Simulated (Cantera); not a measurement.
**Al2O3 + SiCl4 + O2 + HCl (oxide etching and cleaning by halides)**

Charge: 1 mol Al2O3, 4 mol SiCl4, 4.2 mol O2, 20 mol HCl, at 0.440 bar.

Equilibrium computed with Cantera from the NASA thermochemical tables; the gas is ideal and each condensed phase is pure. Candidate condensed phases: Al, AlCl3, Al2O3, Al2SiO5, Al6Si2O13, H2O, Si, SiO2; 45 gas species. Mutual solubility and eutectic melting of coexisting phases are not modelled. The tables hold silica as quartz up to 1696 K and as liquid above; real silica turns to tridymite and cristobalite and melts near 1996 K. Condensed phases not in the tables: AlOCl, alloys, solid solutions and most ternary compounds. Kinetics and transport are ignored.

| T (°C) | x HCl | x Cl2 | x Cl | x H2O | x O2 | x AlCl3 | x ClO | x HOCl | n Al2SiO5(andalusite) | n SiO2(β-quartz) | n Al6Si2O13(mullite) |
|---|---|---|---|---|---|---|---|---|---|---|---|
| 702 | 0.688 | 0.298 | 0.000218 | 0.0126 | 0.000858 | 2.79e-7 | 2.82e-7 | 2.09e-6 | 1.000 | 3.00 | 0 |
| 752 | 0.690 | 0.296 | 0.000459 | 0.0114 | 0.00142 | 8.68e-7 | 6.68e-7 | 2.97e-6 | 1.000 | 3.00 | 0 |
| 802 | 0.692 | 0.295 | 0.000903 | 0.0101 | 0.00207 | 2.56e-6 | 1.40e-6 | 3.94e-6 | 1.000 | 3.00 | 0 |
| 852 | 0.694 | 0.293 | 0.00167 | 0.00877 | 0.00274 | 7.18e-6 | 2.66e-6 | 4.93e-6 | 1.000 | 3.00 | 0 |
| 902 | 0.696 | 0.290 | 0.00294 | 0.00751 | 0.00336 | 1.90e-5 | 4.68e-6 | 5.90e-6 | 1.000 | 3.00 | 0 |
| 952 | 0.697 | 0.288 | 0.00494 | 0.00641 | 0.00392 | 4.75e-5 | 7.70e-6 | 6.84e-6 | 0.999 | 3.00 | 0 |
| 1002 | 0.697 | 0.285 | 0.00795 | 0.00547 | 0.00442 | 0.000111 | 1.20e-5 | 7.73e-6 | 0 | 3.33 | 0.333 |
| 1052 | 0.697 | 0.281 | 0.0123 | 0.00471 | 0.00488 | 0.000238 | 1.80e-5 | 8.60e-6 | 0 | 3.34 | 0.332 |
| 1102 | 0.696 | 0.276 | 0.0185 | 0.00410 | 0.00533 | 0.000479 | 2.62e-5 | 9.47e-6 | 0 | 3.34 | 0.331 |
| 1152 | 0.694 | 0.269 | 0.0269 | 0.00364 | 0.00584 | 0.000902 | 3.70e-5 | 1.04e-5 | 0 | 3.34 | 0.329 |
| 1202 | 0.690 | 0.261 | 0.0379 | 0.00330 | 0.00647 | 0.00158 | 5.14e-5 | 1.14e-5 | 0 | 3.35 | 0.326 |
| 1252 | 0.685 | 0.250 | 0.0519 | 0.00307 | 0.00727 | 0.00257 | 7.00e-5 | 1.25e-5 | 0 | 3.36 | 0.321 |
x: gas mole fraction; n: condensed amount in mol.

From 702 °C to 952 °C the condensed part is Al2SiO5(andalusite) + SiO2(β-quartz). From 1002 °C to 1252 °C the condensed part is Al6Si2O13(mullite) + SiO2(β-quartz). The main Al-bearing gas is AlCl3 throughout.
